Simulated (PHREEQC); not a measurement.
A solution holds 120 mmol/kgw ZnSO4, 55 mmol/kgw MgSO4 and 0.96 mmol/kgw Na2SO4, at 4.6 °C. It is in equilibrium with CO2 at log p = -1 (atm). Otherwise closed; pH follows from the charge balance.

Equilibrium calculation in PHREEQC: ion-association model, wateq4f.dat.

This is a speciation only: nothing precipitates in the calculation.

Problem. Order these Zn species by the share of Zn that they hold, largest first: ZnSO4, Zn(SO4)2-2, Zn+2.

Solution. Zn+2 (44 %), ZnSO4 (36 %), Zn(SO4)2-2 (20 %)

Problem. Order these S species by the share of S that they hold, largest first: MgSO4, Zn(SO4)2-2, SO4-2, ZnSO4.

Solution. SO4-2 (36 %), Zn(SO4)2-2 (27 %), ZnSO4 (25 %), MgSO4 (12 %)

The pH is 4.26 and the ionic strength 0.350 mol/kgw. Away from 25 °C the constants follow the database's enthalpies or fits; those with neither stay at their 25 °C values.
